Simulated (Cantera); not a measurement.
Input: 1 mol MgO, 0.2 mol SO2, 1.4 mol H2O, 0.57 mol H2S, held at 1625 K and 1800 Pa.

Method: chemical equilibrium by Gibbs-energy minimisation in Cantera with the NASA 1993 tables (ideal gas, pure condensed phases). Candidate condensed phases: H2O, H2SO4, Mg, MgO, Mg(OH)2, MgS, MgSO4, S; 26 gas species. Rates play no part.

Base state: H2O 0.567, H2 0.219, S2 0.101, SO2 0.0807, H2S 0.0193, SO 0.00793, SH 0.00380, S2O 0.000908 (mole fractions); condensed: MgO(s).

Q: What changes in the equilibrium state with this change: H2O from 1.4 to 0.11 mol?

A: 
| species | before | after |
|---|---|---|
| H2O | 0.567 | 0.361 |
| S2 | 0.101 | 0.304 |
| H2 | 0.219 | 0.231 |
| SO2 | 0.0807 | 0.0510 |
| H2S | 0.0193 | 0.0355 |
| S2O | 0.000908 | 0.00165 |
| SH | 0.00380 | 0.00678 |
| MgO(s), mol | 1.000 | 1.000 |
